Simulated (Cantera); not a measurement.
Thermodynamics of calcination and drying, feed Mg(OH)2 + H2 + O2

Feed: 1 mol Mg(OH)2, 3.8 mol H2, a varied amount of O2, equilibrated at 1448 K and 19000 Pa.

Equilibrium computed with Cantera from the NASA thermochemical tables; the gas is ideal and each condensed phase is pure. Candidate condensed phases: H2O, Mg, MgO, Mg(OH)2; 15 gas species. Equilibrium is a limit: real reactors are often held back by kinetics, nucleation or transport.

```tsv
n(O2) (mol)	x H2O	x O2	x H2	x OH	x H	x O	x HO2	n MgO(s)
0.73	0.512	4.93e-12	0.487	3.69e-7	1.48e-5	9.94e-12	<1e-12	1.00
1.6	0.875	2.19e-10	0.125	1.25e-6	7.48e-6	6.62e-11	<1e-12	1.00
2.5	0.889	0.111	5.63e-6	0.000188	5.02e-8	1.49e-6	1.62e-7	1.00
3.3	0.774	0.226	3.44e-6	0.000210	3.92e-8	2.13e-6	2.57e-7	1.00
4.2	0.676	0.324	2.51e-6	0.000215	3.35e-8	2.55e-6	3.15e-7	1.00
5.1	0.600	0.400	2.00e-6	0.000213	2.99e-8	2.83e-6	3.48e-7	1.00
5.9	0.545	0.454	1.71e-6	0.000210	2.76e-8	3.02e-6	3.65e-7	1.00
6.8	0.495	0.505	1.47e-6	0.000205	2.56e-8	3.18e-6	3.76e-7	1.00
7.7	0.453	0.547	1.29e-6	0.000200	2.40e-8	3.31e-6	3.82e-7	1.00
8.5	0.421	0.579	1.17e-6	0.000196	2.29e-8	3.40e-6	3.84e-7	1.00
9.4	0.390	0.610	1.06e-6	0.000191	2.17e-8	3.49e-6	3.85e-7	1.00
```
x: gas mole fraction; n: condensed amount in mol.

From 0.73 mol O2 to 9.4 mol O2 the condensed part is MgO(s). The main Mg-bearing gas is Mg(OH)2 throughout.
